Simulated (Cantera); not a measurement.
An isothermal, constant-pressure homogeneous reactor starts with 1.06 % CO, 1.26 % O₂, 0.929 % H₂O, 96.7 % N₂, equivalence ratio 0.42, at 1500 K and 101000 Pa.

Detailed kinetics in Cantera: GRI-Mech 3.0 (53 species, 325 reactions).

x: mole fraction; the columns are a selection and need not sum to one.

```json
[
 {"t (s)": "1.00e-6", "x CO": "0.0106", "x O₂": "0.0126", "x H₂O": "0.00929", "x OH": "2.41e-11", "x HO₂": "2.20e-11"},
 {"t (s)": "4.76e-6", "x CO": "0.0106", "x O₂": "0.0126", "x H₂O": "0.00929", "x OH": "1.48e-10", "x HO₂": "1.03e-10"},
 {"t (s)": "2.27e-5", "x CO": "0.0106", "x O₂": "0.0126", "x H₂O": "0.00929", "x OH": "1.37e-9", "x HO₂": "4.64e-10"},
 {"t (s)": "0.000108", "x CO": "0.0106", "x O₂": "0.0126", "x H₂O": "0.00929", "x OH": "2.12e-8", "x HO₂": "2.17e-9"},
 {"t (s)": "0.000514", "x CO": "0.0106", "x O₂": "0.0126", "x H₂O": "0.00928", "x OH": "___", "x HO₂": "___"},
 {"t (s)": "0.00245", "x CO": "___", "x O₂": "___", "x H₂O": "___", "x OH": "___", "x HO₂": "___"},
 {"t (s)": "0.0117", "x CO": "0.000141", "x O₂": "0.00733", "x H₂O": "0.00924", "x OH": "0.000115", "x HO₂": "4.11e-7"},
 {"t (s)": "0.0556", "x CO": "8.65e-6", "x O₂": "0.00729", "x H₂O": "0.00932", "x OH": "3.18e-5", "x HO₂": "3.64e-8"},
 {"t (s)": "0.265", "x CO": "9.91e-7", "x O₂": "0.00729", "x H₂O": "0.00933", "x OH": "1.25e-5", "x HO₂": "6.12e-9"},
 {"t (s)": "1.26", "x CO": "6.13e-7", "x O₂": "0.00729", "x H₂O": "0.00933", "x OH": "1.03e-5", "x HO₂": "4.78e-9"},
 {"t (s)": "6.00", "x CO": "6.13e-7", "x O₂": "0.00729", "x H₂O": "0.00933", "x OH": "1.03e-5", "x HO₂": "4.78e-9"}
]
```

Problem. Fill in the missing entries.

Solution. 
- 0.000514, x OH: 5.13e-6
- 0.000514, x HO₂: 2.31e-7
- 0.00245, x CO: 0.00195
- 0.00245, x O₂: 0.00812
- 0.00245, x H₂O: 0.00842
- 0.00245, x OH: 0.000439
- 0.00245, x HO₂: 1.55e-6
